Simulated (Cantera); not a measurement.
# Equilibrium for oxide etching and cleaning by halides: Fe2O3 + Cl2 + H2

A closed system holds: 1 mol Fe2O3, 1.7 mol Cl2, 0.36 mol H2, held at 1498 K and 12000 Pa.

These are equilibrium values from Cantera (NASA tables, ideal gas, pure condensed phases), not measurements of a reactor. Candidate condensed phases: Fe, FeCl2, FeCl3, FeO, Fe(OH)2, Fe(OH)3, Fe2O3, Fe3O4, H2O; 22 gas species. Rates play no part.

```
Item                                       Value
-------------------------------------  ---------
x(FeCl2)                                   0.273
x(O2)                                      0.267
x(HCl)                                     0.253
x(FeCl3)                                  0.0860
x(Cl2)                                    0.0709
x(Cl)                                     0.0443
x(H2O)                                   0.00508
x(Fe2Cl4)                               0.000357
x(ClO)                                  0.000196
n(Fe2O3(s))                            0.509 mol
gas amount                             2.732 mol
log10 activity of FeCl2(l) (absent)        -2.10
log10 activity of Fe(γ) (absent)           -6.53
log10 activity of Fe(OH)2(s) (absent)      -9.94
```
